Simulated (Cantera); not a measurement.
A diamond (100) surface in a fixed gas of H2 with x(CH4) = 0.026, x(H) = 0.0025, at 1050 K, 0.0870 bar; coverages are run to steady state.

Computed with Cantera and the Harris–Goodwin 1993 mechanism for the reconstructed diamond (100) surface.

One state of this run: growth (µm/h) = 19.5; θ c6HH = 0.508; θ c6H* = 0.0208; θ c6*H = 0.372; θ c6** = 0.0115; θ c6HM = 0.0607. θ: site fractions in the mechanism's names (c6HH fully hydrogenated, c6H* and c6*H radical sites, c6** diradical, c6HM methylated).

Q: Which value of x(CH3) does it belong to?
A. 0.00016
B. 0.00044
C. 1e-06
D. 5.8e-05

A: B, 0.00044
